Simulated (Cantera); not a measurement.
A perfectly stirred reactor is fed with 7.05 % CH3OH, 18.3 % O2, 74.7 % N2, equivalence ratio 0.58, at 3.10 bar; it is adiabatic with a 400 K inlet, and is followed from long to short residence time, starting on the burning branch (τ in s: 0.46, 0.18, 0.074, 0.03, 0.012, 0.0048, 0.0019, 0.00077, 0.00031, 0.00012, 5e-05, 2e-05).

Computed with Cantera and GRI-Mech 3.0 (53 species, 325 reactions). GRI-Mech 3.0 was tuned for natural gas; its chemistry of methanol as a main component is partial and can be far from experiment.

### Question
Predict: blow-out, bracketed by the residence times tried; x(CH3OH) at τ = 0.460 s; x(O2) at τ = 0.460 s; x(CO) at τ = 0.460 s; x(H2O2) at τ = 0.460 s; x(OH) at τ = 0.460 s; x(CH3OH) at τ = 1.90 ms; x(O2) at τ = 1.90 ms; x(CO) at τ = 1.90 ms; x(H2O2) at τ = 1.90 ms; x(OH) at τ = 1.90 ms.

### Answer
```
Item                                                                            Result
------------------------------------------------  ------------------------------------
blow-out, bracketed by the residence times tried  burning at 0.770 ms, out at 0.310 ms
x(CH3OH) at τ = 0.460 s                                                        1.12e-6
x(O2) at τ = 0.460 s                                                            0.0741
x(CO) at τ = 0.460 s                                                           6.96e-5
x(H2O2) at τ = 0.460 s                                                         6.63e-8
x(OH) at τ = 0.460 s                                                          0.000337
x(CH3OH) at τ = 1.90 ms                                                        5.74e-5
x(O2) at τ = 1.90 ms                                                            0.0756
x(CO) at τ = 1.90 ms                                                           0.00333
x(H2O2) at τ = 1.90 ms                                                         7.11e-7
x(OH) at τ = 1.90 ms                                                           0.00127
```
